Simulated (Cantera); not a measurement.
An isothermal plug-flow reactor at 900 K and 0.197 atm (inlet), inlet velocity 1.7 m/s, active area per volume 130 1/m; feed CH4 : O2 : N2 : H2O = 0.0045 : 0.014 : 0.79 : 0.045 (molar parts), equivalence ratio 0.64.

Cantera simulation using Deutschmann's 1995 Pt surface mechanism with GRI-Mech 3.0 gas chemistry; the numbers are that mechanism's predictions, not measurements. Catalytic surfaces can have several steady states; this one follows from the mechanism file's or the stated starting coverage. Mass transfer to the wall is taken as infinitely fast.

x: gas mole fraction; θ: surface coverage.

```csv
z (m),x CH4,x O2,x H2O,x CO2,x CO,θ free Pt,θ O*,θ OH*
5.7e-05,0.00527,0.0164,0.0527,2.63e-6,2.19e-7,0.260,0.737,0.00298
0.00012,0.00527,0.0164,0.0527,5.56e-6,4.37e-7,0.261,0.736,0.00298
0.00027,0.00526,0.0164,0.0528,1.26e-5,8.72e-7,0.261,0.736,0.00298
0.00057,0.00524,0.0163,0.0528,[?],[?],0.261,0.736,0.00299
0.0012,0.00521,0.0163,0.0528,[?],[?],0.261,0.736,0.00299
0.0027,0.00514,0.0161,0.0530,0.000132,2.31e-6,0.261,0.736,0.00299
0.0057,0.00499,0.0158,0.0533,0.000278,2.27e-6,0.262,0.735,0.00301
```

**Question.** What belongs in the gaps?

**Answer.** 
- 0.00057, x CO2: 2.70e-5
- 0.00057, x CO: 1.47e-6
- 0.0012, x CO2: 5.78e-5
- 0.0012, x CO: 2.05e-6
